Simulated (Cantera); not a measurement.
What does this Cantera script print?

```python
import numpy as np
import cantera as ct

gas_names = [...]  # 123 gases of nasa_gas.yaml made of C, H, O, Si
cond_names = """
    C(gr) C6H6(L) C7H8(L) C8H18(L),n-octa H2O(s) H2O(L) Si(cr) Si(L) SiC(b) SiO2(Lqz) SiO2(hqz) SiO2(L)
""".split()


# ... load() reads the species with a 1 bar reference pressure and builds the phases ...
atoms = {
    'SiC': {'Si': 1, 'C': 1},
    'CO2': {'C': 1, 'O': 2},
    'H2': {'H': 2},
}
top_T = {'C(gr)': 4500, 'SiC(b)': 3050}  # K; cautious upper limits of use, not melting points


# ... equilibrate(T, P, feed) seeds the gas with the atoms and calls Mixture.equilibrate('TP', solver="vcs", rtol=1e-11, max_steps=5000) ...
results = []
feed = {'SiC': 1, 'CO2': 0.56, 'H2': 8.9}  # mol
T = 900  # K
for P in [0.1, 2.5, 63, 1600, 40000, 1000000]:
    mix = equilibrate(T, P, feed)
    results.append((T, P, feed, dict(zip(mix.species_names, mix.species_moles))))

top = {s: max(r[3][s] / sum(r[3][g] for g in gas_names) for r in results) for s in gas_names}
cols = sorted((s for s in top if top[s] > 0.0001), key=lambda s: -top[s])[:7]
seen = [c for c in cond_names if any(r[3].get(c, 0) > 1e-12 for r in results)]
print("log10 of partial pressures in bar; condensed amounts in mol")
print(f"{'P/Pa':>10s}" + "".join(f"{s[:9]:>10s}" for s in cols + seen))
for T, P, feed, n in results:
    ng = sum(n[g] for g in gas_names)
    print(f"{P:10.4g}" + "".join(f"{np.log10(max(n[s] / ng * P / 1e5, 1e-99)):10.3f}" for s in cols)
          + "".join(f"{n.get(c, 0):10.4g}" for c in seen))
```

Output:

```
log10 of partial pressures in bar; condensed amounts in mol
      P/Pa        H2       CH4        CO     C(gr)    SiC(b) SiO2(hqz)
       0.1    -6.001   -12.508    -8.672     1.091    0.4495    0.5505
       2.5    -4.602    -9.710    -8.672     1.119    0.4404    0.5596
        63    -3.201    -6.907    -8.672     1.118      0.44      0.56
      1600    -1.798    -4.102    -8.672     1.076      0.44      0.56
     4e+04    -0.444    -1.394    -8.672    0.3042      0.44      0.56
     1e+06     0.932     0.158   -10.473         0      0.44      0.56
```

Cantera equilibrium calculation (NASA polynomials, part measured and part estimated; ideal gas, pure solids and liquids).
